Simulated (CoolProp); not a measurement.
A closed Brayton cycle with carbon dioxide: compressor inlet 313.15 K and 8.4 MPa, high pressure 16.1 MPa, turbine inlet 905 K, compressor efficiency 0.89, turbine efficiency 0.93, recuperator effectiveness 0.9 (on enthalpy, no pinch check). Each further row changes one setting.

Values from CoolProp's reference Helmholtz-energy equation of state, Span 1996.

```json
[
 {"case": "as stated", "thermal efficiency (%)": "(withheld)", "net work (kJ/kg)": "78.8", "compressor to turbine work": "0.21", "compressor exit (K)": "354.4", "turbine exit (K)": "819.0"},
 {"case": "turbine inlet 855 K", "thermal efficiency (%)": "32.0", "net work (kJ/kg)": "72.8", "compressor to turbine work": "0.23", "compressor exit (K)": "354.4", "turbine exit (K)": "772.1"},
 {"case": "compressor inlet 323.15 K", "thermal efficiency (%)": "33.4", "net work (kJ/kg)": "71.7", "compressor to turbine work": "0.28", "compressor exit (K)": "374.7", "turbine exit (K)": "819.0"},
 {"case": "high pressure 13.7 MPa", "thermal efficiency (%)": "(withheld)", "net work (kJ/kg)": "60.8", "compressor to turbine work": "0.20", "compressor exit (K)": "344.1", "turbine exit (K)": "(withheld)"},
 {"case": "recuperator effectiveness 0.5", "thermal efficiency (%)": "17.2", "net work (kJ/kg)": "78.8", "compressor to turbine work": "0.21", "compressor exit (K)": "354.4", "turbine exit (K)": "819.0"}
]
```

**Question.** Fill in the missing entries.

**Answer.** 
- as stated, thermal efficiency (%): 33.0
- high pressure 13.7 MPa, thermal efficiency (%): 29.2
- high pressure 13.7 MPa, turbine exit (K): 839.9
